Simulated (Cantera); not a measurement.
An isothermal, constant-pressure homogeneous reactor starts with 19.4 % H2, 80.6 % O2, at 1400 K and 0.0133 bar.

Cantera simulation using the H2/O2 subset of GRI-Mech 3.0, which has no nitrogen chemistry; the numbers are that mechanism's predictions, not measurements. Radical loss at walls, strong at low pressure, is not modelled. The temperature is held fixed by assumption; the heat of reaction is taken as removed at once.

One state of this run: x H2 = 9.52e-7; x O2 = 0.786; x HO2 = 1.21e-7; x H2O2 = 2.45e-9; x H = 4.14e-8; x OH = 0.000185. x: mole fraction; the columns are a selection and need not sum to one.

### Question
Which value of t (s) does it belong to?
(A) 0.00130
(B) 100
(C) 0.141
(D) 0.000200

### Answer
B, 100
